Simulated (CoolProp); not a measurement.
Vapour-liquid equilibrium of ethanol (1) + cyclohexane (2) at 454.6 K; x and y are mole fractions of (1).

Values from CoolProp's multi-fluid Helmholtz-energy mixture model, Schroeder 2014 and Zhou 2014; pair parameters Bell 2016.

```json
[
 {"x": "0.05", "bubble pressure (MPa)": "1.208", "y at the bubble point": "0.181", "dew pressure at overall composition x (MPa)": "1.044", "liquid density (mol/L)": "7.267"},
 {"x": "0.125", "bubble pressure (MPa)": "1.459", "y at the bubble point": "0.336", "dew pressure at overall composition x (MPa)": "1.133", "liquid density (mol/L)": "7.421"},
 {"x": "0.2", "bubble pressure (MPa)": "1.642", "y at the bubble point": "0.427", "dew pressure at overall composition x (MPa)": "1.235", "liquid density (mol/L)": "7.598"},
 {"x": "0.275", "bubble pressure (MPa)": "1.775", "y at the bubble point": "0.489", "dew pressure at overall composition x (MPa)": "1.352", "liquid density (mol/L)": "7.803"},
 {"x": "0.35", "bubble pressure (MPa)": "1.874", "y at the bubble point": "0.537", "dew pressure at overall composition x (MPa)": "1.486", "liquid density (mol/L)": "8.045"},
 {"x": "0.425", "bubble pressure (MPa)": "1.951", "y at the bubble point": "0.578", "dew pressure at overall composition x (MPa)": "1.638", "liquid density (mol/L)": "8.333"},
 {"x": "0.5", "bubble pressure (MPa)": "2.010", "y at the bubble point": "0.616", "dew pressure at overall composition x (MPa)": "1.798", "liquid density (mol/L)": "8.674"},
 {"x": "0.575", "bubble pressure (MPa)": "2.057", "y at the bubble point": "0.654", "dew pressure at overall composition x (MPa)": "1.946", "liquid density (mol/L)": "9.079"},
 {"x": "0.65", "bubble pressure (MPa)": "2.091", "y at the bubble point": "0.696", "dew pressure at overall composition x (MPa)": "2.052", "liquid density (mol/L)": "9.555"},
 {"x": "0.725", "bubble pressure (MPa)": "2.113", "y at the bubble point": "0.743", "dew pressure at overall composition x (MPa)": "2.106", "liquid density (mol/L)": "10.11"},
 {"x": "0.8", "bubble pressure (MPa)": "2.119", "y at the bubble point": "0.798", "dew pressure at overall composition x (MPa)": "2.119", "liquid density (mol/L)": "10.75"},
 {"x": "0.875", "bubble pressure (MPa)": "2.107", "y at the bubble point": "0.863", "dew pressure at overall composition x (MPa)": "2.103", "liquid density (mol/L)": "11.47"},
 {"x": "0.95", "bubble pressure (MPa)": "2.076", "y at the bubble point": "0.940", "dew pressure at overall composition x (MPa)": "2.071", "liquid density (mol/L)": "12.30"}
]
```

y crosses x between x = 0.725 and 0.8: the model has an azeotrope there.

Pair parameters are fitted to limited data, so mixtures are less certain than the pure fluids.
